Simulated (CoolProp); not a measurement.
Saturation properties of R11 (Tc = 471.1 K, pc = 4408 kPa, ω = 0.189).

Values from CoolProp's reference Helmholtz-energy equation of state, Jacobsen 1992.

| T (K) | p (kPa) | enthalpy of vaporisation (kJ/kg) | liquid viscosity (µPa s) | vapour viscosity (µPa s) |
|---|---|---|---|---|
| 292.4 | 86.28 | 183.0 | 459 | 9.95 |
| 299.9 | 112.7 | 180.2 | 426 | … |
| 307.5 | 145.6 | 177.4 | 395 | 10.4 |
| 315 | 184.8 | 174.5 | 368 | 10.7 |
| 322.5 | 231.7 | … | 344 | 10.9 |
| 330.1 | 288.0 | 168.3 | 321 | … |
| 337.6 | … | 165.0 | 300 | 11.4 |
| 345.1 | … | 161.5 | 280 | 11.6 |
| 352.6 | 516.3 | 157.9 | 262 | 11.9 |
| 360.2 | 617.8 | 154.1 | 245 | 12.1 |
| 367.7 | 731.8 | 150.1 | 230 | 12.4 |
| 375.2 | 860.7 | 145.9 | … | … |

Fill in the missing entries.


- 299.9, vapour viscosity (µPa s): 10.2
- 322.5, enthalpy of vaporisation (kJ/kg): 171.4
- 330.1, vapour viscosity (µPa s): 11.1
- 337.6, p (kPa): 353.2
- 345.1, p (kPa): 429.0
- 375.2, liquid viscosity (µPa s): 215
- 375.2, vapour viscosity (µPa s): 12.6

It boils at 296.9 K under 1 atm.

Viscosity comes from a separate model (Klein 1997), an estimate that may be off by 10 % or more.
